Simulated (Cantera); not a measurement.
## Ammonia decomposition in nitride growth gas

A perfectly stirred reactor is fed with NH3 : H2 = 1 : 3.3 (molar parts), at 0.720 bar; it is held at 1975 K, and followed from long to short residence time.

Cantera simulation using the gas-phase N/H chemistry of the illustrative SiF4/NH3 mechanism in the Surface Chemkin manual (1991); the numbers are that mechanism's predictions, not measurements. Walls and surfaces, which speed up NH3 decomposition in real reactors, are not modelled.

| τ (s) | x NH3 | x H2 | x NH2 | x N | x NH | x N2H4 | x H |
|---|---|---|---|---|---|---|---|
| 2.3 | 0.0129 | 0.897 | 5.06e-5 | 3.70e-7 | 2.40e-6 | 1.05e-9 | 0.00122 |
| 1.1 | 0.0218 | 0.892 | 7.62e-5 | 4.37e-7 | 3.20e-6 | 2.37e-9 | 0.00108 |
| 0.57 | 0.0353 | 0.884 | 0.000109 | 4.84e-7 | 4.03e-6 | 4.83e-9 | 0.000946 |
| 0.29 | 0.0567 | 0.871 | 0.000153 | 5.18e-7 | 4.95e-6 | 9.57e-9 | 0.000816 |
| 0.14 | 0.0894 | 0.852 | 0.000211 | 5.41e-7 | 5.93e-6 | 1.82e-8 | 0.000698 |
| 0.072 | 0.125 | 0.831 | 0.000266 | 5.49e-7 | 6.72e-6 | 2.90e-8 | 0.000614 |
| 0.036 | 0.161 | 0.809 | 0.000317 | 5.49e-7 | 7.34e-6 | 4.10e-8 | 0.000551 |
| 0.018 | 0.190 | 0.792 | 0.000353 | 5.44e-7 | 7.71e-6 | 5.10e-8 | 0.000511 |
| 0.0091 | 0.209 | 0.781 | 0.000374 | 5.33e-7 | 7.86e-6 | 5.72e-8 | 0.000485 |
x: mole fraction; the columns are a selection and need not sum to one.
